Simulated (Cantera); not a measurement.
Input (Python, Cantera) and output of one run.

```python
import numpy as np
import cantera as ct

gas_names = """
    B BF BF2 BF3 BH BHF2 BH2 BH3 BN B2 F F2 H HF H2 H2F2 H3F3 H4F4 H5F5 H6F6 H7F7 N NF NF2 NF3 NH NH2
    NH3 N2 N2H2 N2H4
""".split()
cond_names = """
    B(b) B(L) BN(s)
""".split()


# ... load() reads the species with a 1 bar reference pressure and builds the phases ...
atoms = {
    'BF3': {'B': 1, 'F': 3},
    'N2': {'N': 2},
    'H2': {'H': 2},
    'NH3': {'N': 1, 'H': 3},
}
top_T = {'BN(s)': 3200}  # K; cautious upper limits of use, not melting points


# ... equilibrate(T, P, feed) seeds the gas with the atoms and calls Mixture.equilibrate('TP', solver="vcs", rtol=1e-11, max_steps=5000) ...
results = []
feed = {'BF3': 1, 'N2': 9.8, 'H2': 5.5, 'NH3': 14}  # mol
T = 1525  # K
P = 133.322  # Pa
mix = equilibrate(T, P, feed)
results.append((T, P, feed, dict(zip(mix.species_names, mix.species_moles))))
print(gas.report(threshold=1e-06))
for i in range(1, mix.n_phases):
    print(f"{mix.phase(i).name:16s} {mix.phase_moles(i):12.5e} mol")
```

Output:

```
       temperature   1525 K
          pressure   133.32 Pa
           density   0.00013904 kg/m^3
  mean mol. weight   13.223 kg/kmol
   phase of matter   gas

                          1 kg             1 kmol
                     ---------------   ---------------
          enthalpy        1.1664e+06        1.5424e+07  J
   internal energy        2.0755e+05        2.7444e+06  J
           entropy             20345        2.6902e+05  J/K
    Gibbs function       -2.9859e+07       -3.9483e+08  J
 heat capacity c_p            2581.5             34135  J/K
 heat capacity c_v            1952.7             25821  J/K

                      mass frac. Y      mole frac. X     chem. pot. / RT
                     ---------------   ---------------   ---------------
                BF        0.00074726        0.00033148           -51.099
               BF2          0.005278         0.0014299           -94.214
               BF3           0.07932          0.015469           -137.33
              BHF2         0.0018026        0.00047848           -107.12
                 H        3.7885e-05        0.00049697           -12.901
                HF          0.025839          0.017078           -56.016
                H2          0.089707           0.58839           -25.802
                N2           0.79727           0.37632            -33.66
     [  +23 minor]        6.1964e-08        5.6633e-08

B(b)              0.00000e+00 mol
BN(s)             2.14494e-01 mol
```

Cantera equilibrium calculation (NASA polynomials, part measured and part estimated; ideal gas, pure solids and liquids). The tables' values for BF2 are old estimates; treat these amounts as uncertain.
